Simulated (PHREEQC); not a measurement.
CaCl2 is added in steps, without added water, to 1 kg of water holding 0.24 mol HF and 0.00055 mol NH3, at 45 °C. Oxygen alone is held at its pressure in air (log pO2 = -0.68). CO2 from the air is kept out. Only these solids could form: Fluorite, Portlandite.

Base run: PHREEQC, ion-association model, wateq4f.dat. Each further column changes one thing. The table gives Ca in solution (mol/kgw).

| CaCl2 added (mol) | base | all activity coefficients set to 1 | metal-ligand complexes left out | database phreeqc.dat | Debye-Hückel limiting law |
|---|---|---|---|---|---|
| 0 | 0 | 0 | 0 | 0 | 0 |
| 0.01875 | 2.23e-5 | 1.41e-5 | 2.19e-5 | 1.33e-5 | 2.52e-5 |
| 0.03375 | 8.69e-5 | 5.24e-5 | 8.63e-5 | 5.17e-5 | 0.000104 |
| 0.0525 | 0.000316 | 0.000182 | 0.000315 | 0.000201 | 0.000408 |
| 0.0675 | 0.000790 | 0.000446 | 0.000789 | 0.000543 | 0.00108 |
| 0.08625 | 0.00248 | 0.00144 | 0.00248 | 0.00193 | 0.00351 |
| 0.1013 | 0.00628 | 0.00411 | 0.00627 | 0.00548 | 0.00848 |
| 0.12 | 0.0164 | 0.0134 | 0.0164 | 0.0157 | 0.0199 |

wateq4f.dat counts part of the HF as a dimer, H2F2, which phreeqc.dat doesn't know; its constant is uncertain. Away from 25 °C the constants follow the database's enthalpies or fits; those with neither stay at their 25 °C values. phreeqc.dat and wateq4f.dat share most of their constants, so their agreement is no independent check. Solids allowed in the column 'database phreeqc.dat': Fluorite.
